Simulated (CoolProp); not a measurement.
The fluid at 343.88 K and 0.341 MPa (stagnation) flows isentropically through a choked orifice. The same conditions are run with several fluids, on thermodynamics alone (safety and materials aside).

Computed with CoolProp (reference Helmholtz-energy equation of state of each fluid (sulfur dioxide: Gao 2016; CF4 (R14): Platzer 1990; ammonia: Gao 2020; R142b: Lemmon 2006; propane: Lemmon 2009)). The equations of Platzer and Polt are older, rougher fits.

**Question.** Rank sulfur dioxide, CF4 (R14), ammonia, R142b, propane by throat to inlet pressure ratio, highest first.

**Answer.** R142b (0.589), propane (0.584), CF4 (R14) (0.575), sulfur dioxide (0.554), ammonia (0.546)

```json
[
 {"fluid": "sulfur dioxide", "mass flux (kg/(m² s))": "1080", "throat temperature (K)": "304.4"},
 {"fluid": "CF4 (R14)", "mass flux (kg/(m² s))": "1210", "throat temperature (K)": "320.1"},
 {"fluid": "ammonia", "mass flux (kg/(m² s))": "560", "throat temperature (K)": "299.3"},
 {"fluid": "R142b", "mass flux (kg/(m² s))": "1290", "throat temperature (K)": "326.2"},
 {"fluid": "propane", "mass flux (kg/(m² s))": "856", "throat temperature (K)": "324.5"}
]
```
